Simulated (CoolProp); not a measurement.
Aqueous sodium chloride as a coolant, 15 % by mass, freezing at -10.9 °C, 1 atm.

The numbers come from the Melinder's fits for secondary coolants in CoolProp.

```json
[
 {"T (°C)": "-7.4", "Prandtl number": "19.4", "density (kg/m³)": "1119", "cp (kJ/(kg K))": "3.502", "conductivity (W/(m K))": "0.541"},
 {"T (°C)": "-3.5", "Prandtl number": "16.8", "density (kg/m³)": "1117", "cp (kJ/(kg K))": "3.511", "conductivity (W/(m K))": "0.547"},
 {"T (°C)": "0.5", "Prandtl number": "14.6", "density (kg/m³)": "1116", "cp (kJ/(kg K))": "3.520", "conductivity (W/(m K))": "0.553"},
 {"T (°C)": "4.4", "Prandtl number": "12.8", "density (kg/m³)": "1115", "cp (kJ/(kg K))": "3.528", "conductivity (W/(m K))": "0.559"},
 {"T (°C)": "8.4", "Prandtl number": "11.3", "density (kg/m³)": "1113", "cp (kJ/(kg K))": "3.535", "conductivity (W/(m K))": "0.565"},
 {"T (°C)": "12.3", "Prandtl number": "10.1", "density (kg/m³)": "1112", "cp (kJ/(kg K))": "3.542", "conductivity (W/(m K))": "0.572"},
 {"T (°C)": "16.2", "Prandtl number": "9.00", "density (kg/m³)": "1110", "cp (kJ/(kg K))": "3.548", "conductivity (W/(m K))": "0.578"},
 {"T (°C)": "20.2", "Prandtl number": "8.09", "density (kg/m³)": "1108", "cp (kJ/(kg K))": "3.553", "conductivity (W/(m K))": "0.584"},
 {"T (°C)": "24.1", "Prandtl number": "7.33", "density (kg/m³)": "1107", "cp (kJ/(kg K))": "3.558", "conductivity (W/(m K))": "0.590"},
 {"T (°C)": "28.1", "Prandtl number": "6.68", "density (kg/m³)": "1105", "cp (kJ/(kg K))": "3.562", "conductivity (W/(m K))": "0.596"},
 {"T (°C)": "32", "Prandtl number": "6.13", "density (kg/m³)": "1103", "cp (kJ/(kg K))": "3.565", "conductivity (W/(m K))": "0.603"}
]
```
